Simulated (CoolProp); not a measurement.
Ethanol at 298.15 K and 0.00589 MPa flows at 0.25 m/s in a round tube of 50 mm bore and 15 µm roughness, fully developed (64/Re and Nu = 3.66 if laminar; Colebrook and Gnielinski if turbulent). Each further row changes one setting.

Computed with CoolProp (reference Helmholtz-energy equation of state, Schroeder 2014).

| case | Reynolds number | Darcy friction factor | pressure drop (Pa/m) | heat-transfer coefficient (W/(m² K)) | mass flow (kg/h) |
|---|---|---|---|---|---|
| as stated | 157 | 0.409 | 0.0281 | 1.11 | 0.194 |
| velocity 0.5 m/s | 313 | 0.204 | 0.0562 | 1.11 | 0.388 |
| diameter 100 mm | 313 | 0.204 | 0.00702 | 0.557 | 0.777 |

Viscosity comes from a separate model (Kiselev 2005). Thermal conductivity comes from a separate model (Assael 2013).
